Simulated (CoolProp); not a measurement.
Cyclohexane along the isotherm 346.85 °C: density (kg/m³) from the reference equation and from simpler models built on Tc = 280.5 °C, pc = 4.081 MPa, ω = 0.209; each cubic takes its own stable root.

Model: reference Helmholtz-energy equation of state, Zhou 2014, in CoolProp.

```tsv
p (MPa)	phase	reference	ideal gas	van der Waals	Redlich-Kwong	Soave-Redlich-Kwong	Peng-Robinson
0.85	gas	14.62	13.88	14.59	14.64	14.60	14.71
1.7	gas	30.99	27.75	30.88	31.10	30.89	31.35
2.55	gas	49.67	41.63	49.54	49.96	49.34	50.49
3.4	gas	71.47	55.51	71.66	72.12	70.63	72.89
4.25	supercritical	97.68	69.39	99.42	99.04	95.78	99.69
5.1	supercritical	130.3	83.26	137.7	133.1	126.1	132.4
5.95	supercritical	172.2	97.14	192.9	176.9	162.8	172.1
6.8	supercritical	223.4	111.0	241.1	226.6	204.3	217.1
7.65	supercritical	274.4	124.9	269.9	269.6	244.3	261.0
8.5	supercritical	315.9	138.8	289.2	302.2	277.7	298.3
9.35	supercritical	347.3	152.6	303.7	327.2	304.6	328.8
10.2	supercritical	371.2	166.5	315.4	347.3	326.5	353.9
```
